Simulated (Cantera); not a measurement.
# Gas-phase reforming

An isothermal, constant-pressure homogeneous reactor starts with 37.0 % CH4, 63.0 % CO2, at 1525 K and 500000 Pa.

Cantera simulation using GRI-Mech 3.0 (53 species, 325 reactions); the numbers are that mechanism's predictions, not measurements.

```
t (s)       x CH4   x CO2      x OH     x C2H  x H2O2     x CH2       x O
--------  -------  ------  --------  --------  ------  --------  --------
0.000200    0.370   0.630  4.64e-10    <1e-12  <1e-12  7.08e-10    <1e-12
0.000860    0.368   0.629  8.51e-10  1.17e-12  <1e-12   1.38e-9    <1e-12
0.00369     0.358   0.627   3.53e-9  4.72e-11  <1e-12   2.51e-9    <1e-12
0.0159      0.318   0.603   1.52e-8  6.55e-10  <1e-12   1.98e-9    <1e-12
0.0682      0.219   0.502   5.76e-8   2.34e-9  <1e-12   2.17e-9    <1e-12
0.293      0.0803   0.277   1.85e-7   5.48e-9  <1e-12   5.33e-9    <1e-12
1.26       0.0510   0.179   1.72e-7   3.68e-9  <1e-12   2.94e-9    <1e-12
5.41       0.0471   0.116   1.06e-7  9.58e-10  <1e-12  7.96e-10  1.09e-12
23.3       0.0249  0.0751   7.05e-8  1.09e-10  <1e-12  1.97e-10  1.09e-12
100       0.00524  0.0583   5.67e-8  3.09e-12  <1e-12  3.15e-11    <1e-12
```
x: mole fraction; the columns are a selection and need not sum to one.

Equilibrium at this temperature and pressure: CH4 1.61e-5, CO2 0.0548, OH 5.40e-8, C2H <1e-12, H2O2 <1e-12, CH2 <1e-12, O <1e-12 (gas phase only).
